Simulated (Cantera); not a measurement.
Input: 1 mol SiHCl3, 20 mol N2, held at 1875 K and 0.110 bar.

Cantera equilibrium calculation (NASA polynomials, part measured and part estimated; ideal gas, pure solids and liquids). Candidate condensed phases: NH4Cl, Si, Si3N4; 28 gas species. The tables' values for SiCl3, SiCl are old estimates; treat these amounts as uncertain. Kinetics and transport are ignored.

Base state: N2 0.911, SiCl2 0.0413, HCl 0.0397, SiCl3 0.00375, H2 0.00284, Cl 0.00111, SiCl4 0.000481, H 0.000105 (mole fractions); condensed: gas only.

Problem. What changes in the equilibrium state with this change: pressure from 0.110 bar to 5.70 mbar?

Solution. 
```json
[
 {"species": "N2", "before": "0.911", "after": "0.907"},
 {"species": "SiCl2", "before": "0.0413", "after": "0.0442"},
 {"species": "HCl", "before": "0.0397", "after": "0.0396"},
 {"species": "Cl", "before": "0.00111", "after": "0.00503"},
 {"species": "Si", "before": "2.19e-6", "after": "4.30e-5"},
 {"species": "SiHCl3", "before": "1.03e-5", "after": "5.69e-7"},
 {"species": "SiCl4", "before": "0.000481", "after": "2.81e-5"},
 {"species": "SiCl", "before": "3.06e-5", "after": "0.000140"},
 {"species": "H", "before": "0.000105", "after": "0.000449"}
]
```
